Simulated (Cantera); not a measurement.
## Ammonia decomposition in nitride growth gas

An isothermal, constant-pressure homogeneous reactor starts with NH₃ : N₂ = 1 : 0.79 (molar parts), at 1725 K and 0.480 bar.

Model: the gas-phase N/H chemistry of the illustrative SiF4/NH3 mechanism in the Surface Chemkin manual (1991), integrated in Cantera. Walls and surfaces, which speed up NH3 decomposition in real reactors, are not modelled.

```tsv
t (s)	x NH₃	x H₂	x N	x NH	x N₂H₂
1.00e-5	0.559	8.44e-7	<1e-12	2.47e-11	1.28e-11
5.99e-5	0.559	5.20e-6	<1e-12	1.82e-9	1.28e-9
0.000359	0.559	3.33e-5	4.76e-11	9.22e-8	6.42e-8
0.00215	0.558	0.000439	6.12e-10	6.95e-7	8.59e-7
0.0129	0.554	0.00397	3.20e-9	8.04e-7	9.31e-7
0.0774	0.533	0.0245	1.60e-8	1.02e-6	8.74e-7
0.464	0.428	0.126	3.93e-8	1.18e-6	6.18e-7
2.78	0.160	0.384	4.53e-8	8.52e-7	1.48e-7
16.7	0.0132	0.525	1.80e-8	1.98e-7	3.27e-9
100	0.00115	0.536	2.29e-9	2.21e-8	3.36e-11
```
x: mole fraction; the columns are a selection and need not sum to one.

Equilibrium at this temperature and pressure: NH₃ 4.38e-6, H₂ 0.537, N 8.88e-12, NH 8.51e-11, N₂H₂ <1e-12 (gas phase only).
